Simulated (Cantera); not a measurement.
Standard-state values (1 bar) from the NASA 1993 polynomials, evaluated with Cantera. Values are per mole of reaction as written; species without (g) are pure solids or liquids, kept so even where they would boil at 1 bar.

2 NO₂(g) + Ta → 2 NO(g) + TaO₂(g), with ΔH° = -86.7 kJ and ΔS° = 180.0 J/K at 300 K.

How far is the shortcut ΔG° ≈ ΔH°(300 K) − T·ΔS°(300 K) from the full temperature-dependent value at 1698, 1848, 1998, 2148, 2298, 2448, 2598 K?


```
T (K)  shortcut (kJ)  full (kJ)  difference (kJ)  difference in log10 K
-----  -------------  ---------  ---------------  ---------------------
1698          -392.3     -386.5             -5.8                   0.18
1848          -419.3     -411.8             -7.5                   0.21
1998          -446.3     -436.9             -9.3                   0.24
2148          -473.3     -461.9            -11.4                   0.28
2298          -500.3     -486.7            -13.6                   0.31
2448          -527.3     -511.3            -16.0                   0.34
2598          -554.3     -535.7            -18.6                   0.37
```
The shortcut ignores the heat-capacity change of the reaction.
